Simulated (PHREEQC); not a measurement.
Metal-bearing waste water

Make-up at 35 °C: 0.011 mol CuSO4, 0.0002 mol ZnCl2, 0.97 mol H2SO4 and 0.062 mol NaCl per kg of water. Closed to the air; pH follows from the charge balance.

Equilibrium calculation in PHREEQC: ion-association model, wateq4f.dat.

The pH comes out as 0.13, the ionic strength comes out as 1.14 mol/kgw and the activity of water comes out as 0.964. The total alkalinity is -1940 meq/kg.

| species | molality | activity | log γ |
|---|---|---|---|
| H+ | 1.01 | 0.742 | -0.133 |
| HSO4- | 0.933 | 0.569 | -0.214 |
| Cl- | 0.0619 | 0.0364 | -0.231 |
| Na+ | 0.0598 | 0.0428 | -0.145 |
| SO4-2 | 0.0444 | 0.00629 | -0.848 |
| Cu+2 | 0.00875 | 0.00170 | -0.712 |
| NaSO4- | 0.00223 | 0.00144 | -0.191 |
| CuSO4 | 0.00179 | 0.00233 | 0.114 |
| CuCl+ | 0.000454 | 0.000267 | -0.230 |
| Zn+2 | 0.000151 | 2.94e-5 | -0.712 |
| ZnSO4 | 3.59e-5 | 4.67e-5 | 0.114 |
| ZnCl+ | 7.49e-6 | 4.41e-6 | -0.230 |
| Zn(SO4)2-2 | 5.11e-6 | 2.22e-6 | -0.363 |
| CuCl2 | 4.46e-6 | 5.79e-6 | 0.114 |
| ZnCl2 | 1.34e-7 | 1.75e-7 | 0.114 |
| ZnCl3- | 1.28e-8 | 7.55e-9 | -0.230 |

This is a speciation only: nothing precipitates in the calculation. The ionic strength is past about 0.7 mol/kgw, beyond the range of this activity model, so the values are rough.
